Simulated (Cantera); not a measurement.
An adiabatic, constant-pressure homogeneous reactor starts with 12.8 % CH4, 15.3 % H2, 15.1 % O2, 56.8 % N2, at 1650 K and 13.8 atm.

Cantera simulation using GRI-Mech 3.0 (53 species, 325 reactions); the numbers are that mechanism's predictions, not measurements. The pressure lies above the range GRI-Mech 3.0 was tuned for (to about 10 atm).

Q: Predict: time of steepest temperature rise; temperature at 7.00 s; equilibrium temperature; x(CH4) at 7.00 s; x(H2) at 7.00 s; x(O2) at 7.00 s; x(N2O) at 7.00 s; x(OH) at 7.00 s.

A: 
| Item | Result |
|---|---|
| time of steepest temperature rise | 9.41 µs |
| temperature at 7.00 s | 2705 K |
| equilibrium temperature | 2705 K |
| x(CH4) at 7.00 s | 2.22e-9 (gas-phase equilibrium 2.50e-9) |
| x(H2) at 7.00 s | 0.219 (gas-phase equilibrium 0.219) |
| x(O2) at 7.00 s | 6.98e-6 (gas-phase equilibrium 6.98e-6) |
| x(N2O) at 7.00 s | 2.51e-8 (gas-phase equilibrium 2.51e-8) |
| x(OH) at 7.00 s | 0.00124 (gas-phase equilibrium 0.00124) |
